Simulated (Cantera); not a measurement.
Mixture: H₂ : O₂ : N₂ = 1 : 0.602 : 2.27 (molar parts), equivalence ratio 0.83, at 1.00 bar, adiabatic and at constant volume. Ignition delay is the time to a rise of 400 K.

Computed with Cantera and the H2/O2 subset of GRI-Mech 3.0, which has no nitrogen chemistry. Where the delays flatten at high temperature, the 400 K rule measures the pace of heat release, not the induction time.

Question: What does this change do: N2 2.27 to 4 parts?

Answer: 
```json
[
 {"quantity": "delay at 1225 K", "before": "39.6 µs", "after": "60.7 µs"},
 {"quantity": "delay at 1425 K", "before": "19.0 µs", "after": "32.2 µs"},
 {"quantity": "delay at 1625 K", "before": "13.6 µs", "after": "26.9 µs"},
 {"quantity": "delay at 1825 K", "before": "13.2 µs", "after": "29.9 µs"}
]
```
